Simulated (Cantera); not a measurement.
A closed system holds: 1 mol SiHCl3, 1.8 mol N2, equilibrated at 973 K and 0.00133 bar.

These are equilibrium values from Cantera (NASA tables, ideal gas, pure condensed phases), not measurements of a reactor. Candidate condensed phases: NH4Cl, Si, Si3N4; 28 gas species. N2 is the only nitrogen source here; it is nearly inert below about 1500 K, so the nitride shown seldom forms there in practice. The tables' values for SiCl3 are old estimates; treat these amounts as uncertain. The numbers say what is thermodynamically allowed, not how fast it happens.

Base state: N2 0.510, HCl 0.263, SiCl4 0.188, H2 0.0382, SiCl3 0.000263, SiHCl3 0.000154, SiCl2 1.05e-5 (mole fractions); condensed: Si3N4(s).

Q: What changes in the equilibrium state with this change: N2 from 1.8 to 0.3 mol?

A: 
```json
[
 {"species": "SiCl4", "before": "0.188", "after": "0.424"},
 {"species": "HCl", "before": "0.263", "after": "0.394"},
 {"species": "H2", "before": "0.0382", "after": "0.152"},
 {"species": "N2", "before": "0.510", "after": "0.0277"},
 {"species": "SiHCl3", "before": "0.000154", "after": "0.000917"},
 {"species": "SiCl2", "before": "1.05e-5", "after": "4.17e-5"},
 {"species": "SiCl3", "before": "0.000263", "after": "0.000785"},
 {"species": "Si3N4(s), mol", "before": "0.148", "after": "0.130"}
]
```

Q: What changes in the equilibrium state with this change: SiHCl3 replaced by SiH4?

A: 
| species | before | after |
|---|---|---|
| H2 | 0.0382 | 0.638 |
| N2 | 0.510 | 0.362 |
| HCl | 0.263 | 0 |
| SiCl4 | 0.188 | 0 |
| SiCl3 | 0.000263 | 0 |
| SiHCl3 | 0.000154 | 0 |
| SiCl2 | 1.05e-5 | 0 |
| Si3N4(s), mol | 0.148 | 0.333 |

Q: What changes in the equilibrium state with this change: temperature from 973 K to 1225 K?

A: 
| species | before | after |
|---|---|---|
| N2 | 0.510 | 0.505 |
| HCl | 0.263 | 0.273 |
| SiCl4 | 0.188 | 0.163 |
| SiCl3 | 0.000263 | 0.0160 |
| SiCl2 | 1.05e-5 | 0.0124 |
| H2 | 0.0382 | 0.0295 |
| Cl | 3.75e-8 | 1.17e-5 |
| SiHCl3 | 0.000154 | 0.000549 |
| Si3N4(s), mol | 0.148 | 0.141 |
